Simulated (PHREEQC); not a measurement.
Dissolve 0.0054 mol/kgw Cu(BF4)2 and 0.29 mol/kgw Na2SO4 at 55 °C. Closed to the air; pH follows from the charge balance.

Computed with PHREEQC (ion-association model, phreeqc.dat).

Q: The ionic strength comes out as 0.678 mol/kgw. What activity coefficients do BF4-, NaSO4-, BF3OH-, H+, SO4-2 get?

A: BF4- 0.73, NaSO4- 0.66, BF3OH- 0.73, H+ 0.74, SO4-2 0.17.

No solid was allowed to form. Away from 25 °C the constants follow the database's enthalpies or fits; those with neither stay at their 25 °C values. Real BF4- forms and hydrolyses slowly; the run takes it at equilibrium.
